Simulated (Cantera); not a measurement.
Input: 1 mol Si, 0.67 mol HCl, 7.4 mol H2, equilibrated at 1200 Torr.

Method: chemical equilibrium by Gibbs-energy minimisation in Cantera with the NASA 1993 tables (ideal gas, pure condensed phases). Candidate condensed phases: Si; 19 gas species. Rates play no part.

Over these rows the condensed part is Si(s). Partial pressures as log10 of bar:

```csv
T (K),1000/T (1/K),log p HCl,log p H2,log p SiHCl3,log p SiCl4
500,2.0000,-5.77,0.19,-1.63,-1.79
600,1.6667,?,0.19,-1.65,-1.78
700,1.4286,-3.61,0.19,-1.66,-1.77
800,1.2500,-2.94,0.19,-1.68,-1.77
900,1.1111,-2.42,0.19,-1.70,-1.77
1000,1.0000,-2.02,0.19,-1.73,-1.79
```

**Question.** Fit log p(HCl) = a + b·(1000/T) to the five rows, give the apparent enthalpy, and predict the row at 600 K.

**Answer.** Means: 1000/T = 1.3579, log p = -3.352. Sxy = -2.322034, Sxx = 0.6179360, so b = -3.76 and a = -3.352 − (-3.76)×1.3579 = 1.75.
Apparent enthalpy: −19.145 × (-3.76) = 72 kJ/mol. With the condensed phases at unit activity, 1/3 H2(g) + 1/3 SiHCl3(g) = HCl(g) + 1/3 Si(s) links this pressure to the main gases: over the six rows their terms move log p by -0.03 in all, so the slope is close to that reaction's ΔH°. The five rows lie within 0.01 of the line.
Prediction at 600 K: 1.75 + (-3.76)×1.6667 = -4.52. The computed value is -4.50, 0.02 from the line.
